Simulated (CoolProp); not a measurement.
Tetrahydrofuran at several states: density (kg/m³) from the reference equation and from simpler models built on Tc = 540.2 K, pc = 53.04 bar, ω = 0.234; each cubic takes its own stable root.

Computed with CoolProp (reference Helmholtz-energy equation of state, Fiedler 2023).

```
T (K)  p (bar)   phase  reference  van der Waals  Redlich-Kwong  Soave-Redlich-Kwong  Peng-Robinson
-----  -------  ------  ---------  -------------  -------------  -------------------  -------------
265.7     44.1  liquid      920.2          567.1          837.3                850.9          956.4
309       3.51  liquid      870.2          534.7          789.9                809.3          912.5
336.8     74.9  liquid      846.7          533.1          771.9                791.2          891.8
519.6     4.65     gas      8.039          7.995          8.036                8.040          8.069
235.2    0.426  liquid      949.5          1.596          860.3                871.2          978.2
293.3    0.621  liquid      887.3          1.863          806.1                823.7          928.0
```

At some of these states van der Waals gives the other phase, because its saturation line lies elsewhere.
